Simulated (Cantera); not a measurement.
Gas mixture: NO = 0.79 (molar parts), at 165 Torr, frozen composition.

Cantera's kinetic-theory transport with the Lennard-Jones parameters of GRI-Mech 3.0, ideal gas; thermal conductivity in the multicomponent form. The composition is frozen, though it would react at the higher temperatures.

D: mixture-averaged diffusion coefficient of that species in the mixture.

```tsv
T (K)	ρ (kg/m³)	cp (J/kg/K)	μ (µPa s)	λ (mW/m/K)	Pr	D (cm²/s) C2H2	D (cm²/s) CH3	D (cm²/s) OH
400	0.198	998.6	23.1	32.5	0.711	1.27	1.71	2.38
550	0.144	1028	28.9	41.9	0.709	2.22	2.96	4.09
700	0.113	1067	34.0	51.2	0.708	3.37	4.46	6.14
850	0.0934	1104	(withheld)	(withheld)	0.708	(withheld)	(withheld)	(withheld)
1000	0.0794	1133	(withheld)	(withheld)	0.707	(withheld)	(withheld)	(withheld)
1150	0.0690	1153	47.0	76.7	0.707	7.79	10.3	14.0
```

Question: What belongs in the gaps?

Answer: 
- 850, μ (µPa s): 38.6
- 850, λ (mW/m/K): 60.2
- 850, D (cm²/s) C2H2: 4.68
- 850, D (cm²/s) CH3: 6.19
- 850, D (cm²/s) OH: 8.49
- 1000, μ (µPa s): 42.9
- 1000, λ (mW/m/K): 68.8
- 1000, D (cm²/s) C2H2: 6.16
- 1000, D (cm²/s) CH3: 8.13
- 1000, D (cm²/s) OH: 11.1
